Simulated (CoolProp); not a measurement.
Properties of CHF3 (R23) along the isobar 101 kPa.

Values from CoolProp's reference Helmholtz-energy equation of state, Penoncello 2003.

```tsv
T (K)	phase	density (kg/m³)	cp (kJ/(kg K))
286.9	gas	2.991	0.7216
300.2	gas	2.855	0.7394
313.5	gas	2.731	___
326.8	gas	2.617	___
340.1	gas	2.513	___
353.4	gas	2.417	___
366.7	gas	2.328	0.8299
380	gas	2.245	0.8476
393.3	gas	2.169	___
406.6	gas	2.097	0.8820
```

What belongs in the gaps?


- 313.5, cp (kJ/(kg K)): 0.7575
- 326.8, cp (kJ/(kg K)): 0.7757
- 340.1, cp (kJ/(kg K)): 0.7939
- 353.4, cp (kJ/(kg K)): 0.8120
- 393.3, cp (kJ/(kg K)): 0.8650
